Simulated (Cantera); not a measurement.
Charge: 1 mol Si2Cl6, 4 mol HCl, 24 mol H2, held at 0.00100 bar.

Method: chemical equilibrium by Gibbs-energy minimisation in Cantera with the NASA 1993 tables (ideal gas, pure condensed phases). Candidate condensed phases: Si; 19 gas species. The feed counts by its element totals alone. The tables' values for SiCl3, SiCl are old estimates; treat these amounts as uncertain. Rates play no part.

x: gas mole fraction; nothing condenses.

| T (K) | x H2 | x HCl | x SiCl2 | x SiCl4 | x SiCl3 | x SiHCl3 | x H |
|---|---|---|---|---|---|---|---|
| 1175 | 0.779 | 0.155 | 0.0396 | 0.0163 | 0.00813 | … | 3.42e-6 |
| 1250 | 0.756 | 0.179 | 0.0534 | 0.00490 | 0.00604 | … | 1.33e-5 |
| 1325 | 0.747 | 0.188 | 0.0596 | 0.00123 | 0.00367 | … | 4.47e-5 |
| 1400 | 0.744 | 0.191 | 0.0620 | 0.000319 | 0.00216 | … | 0.000133 |
| 1475 | 0.743 | 0.192 | 0.0631 | 9.18e-5 | 0.00130 | … | 0.000354 |
| 1550 | 0.742 | 0.193 | 0.0636 | 2.95e-5 | 0.000820 | … | 0.000858 |
| 1625 | 0.741 | 0.193 | 0.0637 | 1.05e-5 | 0.000536 | … | 0.00192 |

**Question.** Complete the blanks.

**Answer.** 
- 1175, x SiHCl3: 0.00193
- 1250, x SiHCl3: 0.000737
- 1325, x SiHCl3: 0.000250
- 1400, x SiHCl3: 8.80e-5
- 1475, x SiHCl3: 3.36e-5
- 1550, x SiHCl3: 1.40e-5
- 1625, x SiHCl3: 6.28e-6
